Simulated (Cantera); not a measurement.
Input: 1 mol FeS, 1400 mol H2, 0.043 mol H2O, equilibrated at 7300 Pa.

Cantera equilibrium calculation (NASA polynomials, part measured and part estimated; ideal gas, pure solids and liquids). Candidate condensed phases: Fe, FeO, Fe(OH)2, Fe(OH)3, FeS, FeSO4, FeS2, Fe2O3, Fe2(SO4)3, Fe3O4, H2O, H2SO4, S; 22 gas species. The numbers say what is thermodynamically allowed, not how fast it happens.

Problem. At 1198 K, list the 3 most abundant gas species with their mole fractions, and the condensed phases.

Solution. H2 0.999, H2S 0.000714, H2O 3.07e-5. Condensed: Fe(γ).
